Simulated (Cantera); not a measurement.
Input: 1 mol Si2Cl6, 0.41 mol HCl, 270 mol H2, held at 130000 Pa.

Equilibrium computed with Cantera from the NASA thermochemical tables; the gas is ideal and each condensed phase is pure. Candidate condensed phases: Si; 19 gas species. The feed counts by its element totals alone. Kinetics and transport are ignored.

Over these rows the condensed part is Si(s). Partial pressures as log10 of bar:

```csv
T (K),1000/T (1/K),log p SiCl4,log p H2,log p HCl
1025,0.9756,-2.61,0.11,-2.18
1100,0.9091,-2.72,0.11,-1.96
1175,0.8511,-2.91,0.11,-1.80
1250,0.8000,-3.21,0.11,-1.68
1325,0.7547,?,0.10,-1.62
1400,0.7143,-4.09,0.10,-1.59
```

Fit log p(SiCl4) = a + b·(1000/T) to the five rows, give the apparent enthalpy, and predict the row at 1325 K.

Means: 1000/T = 0.8500, log p = -3.108. Sxy = 0.224055, Sxx = 0.0401839, so b = 5.58 and a = -3.108 − (5.58)×0.8500 = -7.85.
Apparent enthalpy: −19.145 × (5.58) = -107 kJ/mol. With the condensed phases at unit activity, Si(s) + 4 HCl(g) = SiCl4(g) + 2 H2(g) links this pressure to the main gases: over the six rows their terms move log p by +2.38 in all, so the slope isn't that reaction's ΔH° alone. The five rows lie within 0.23 of the line; that is curvature, so one enthalpy describes this range poorly.
Prediction at 1325 K: -7.85 + (5.58)×0.7547 = -3.64. The computed value is -3.62, 0.02 from the line.
